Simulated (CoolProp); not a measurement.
Vapour-liquid equilibrium of cyclohexane (1) + o-xylene (2) at 3.77 bar; x and y are mole fractions of (1).

Computed with CoolProp (multi-fluid Helmholtz-energy mixture model, Zhou 2014 and Zhou 2012; pair parameters Bell 2016).

```
x     bubble temperature, mixture model (°C)  bubble temperature, Raoult's law (°C)  y, mixture model  y, Raoult's law
----  --------------------------------------  -------------------------------------  ----------------  ---------------
0.05                                   194.2                                  195.5             0.173            0.166
0.15                                   180.8                                  184.0             0.423            0.412
0.25                                   170.3                                  174.4             0.586            0.581
0.35                                   161.9                                  166.1             0.695            0.700
0.45                                   155.2                                  158.9             0.773            0.786
0.55                                   149.7                                  152.6             0.830            0.850
0.65                                   144.9                                  147.1             0.877            0.899
0.75                                   140.8                                  142.1             0.916            0.937
0.85                                   137.0                                  137.7             0.951            0.966
0.95                                   133.5                                  133.6             0.984            0.990
```

The largest gap from Raoult's law is -4.2 K in bubble temperature, at x = 0.35. No azeotrope shows between x = 0.05 and 0.95.

The pair parameters rest on a limited set of measurements; away from them the model extrapolates.
